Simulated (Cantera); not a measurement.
Input: 1 mol Si3N4, 1.3 mol CO2, 260 mol N2, 0.0011 mol H2O, held at 13.3 mbar.

Method: chemical equilibrium by Gibbs-energy minimisation in Cantera with the NASA 1993 tables (ideal gas, pure condensed phases). Candidate condensed phases: C, C6H6, C7H8, C8H18, H2O, Si, SiC, SiO2, Si2N2O, Si3N4; 151 gas species. Kinetics and transport are ignored.

### Question
Which condensed phases are stable at each of these points (T (K)): 973, 1048, 1123, 1198, 1273, 1348, 1423?

### Answer
```tsv
T (K)	condensed phases	Si condensed (%)
973	C(graphite) + SiO2(β-quartz) + Si2N2O(s)	100.0
1048	C(graphite) + Si2N2O(s)	100.0
1123	C(graphite) + Si2N2O(s)	100.0
1198	C(graphite) + Si2N2O(s)	100.0
1273	C(graphite) + Si2N2O(s)	100.0
1348	C(graphite) + Si2N2O(s)	100.0
1423	C(graphite) + Si2N2O(s)	100.0
```

At 973 K the condensed part is C(graphite) + SiO2(β-quartz) + Si2N2O(s). From 1048 K to 1423 K the condensed part is C(graphite) + Si2N2O(s).
